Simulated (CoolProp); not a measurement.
Vapour-liquid equilibrium of hydrogen sulfide (1) + benzene (2) at 62.85 °C; x and y are mole fractions of (1).

Values from CoolProp's multi-fluid Helmholtz-energy mixture model, Lemmon 2006 and Thol 2012; pair parameters Bell 2016.

Give the bubble pressure and the first vapour's composition at x = 0.05, 0.125, 0.8. Is there an azeotrope?

x = 0.05: 236.1 kPa, y = 0.757; x = 0.125: 502.3 kPa, y = 0.888; x = 0.8: 3385 kPa, y = 0.991. No azeotrope shows between x = 0.05 and 0.95.

The pair parameters rest on a limited set of measurements; away from them the model extrapolates.
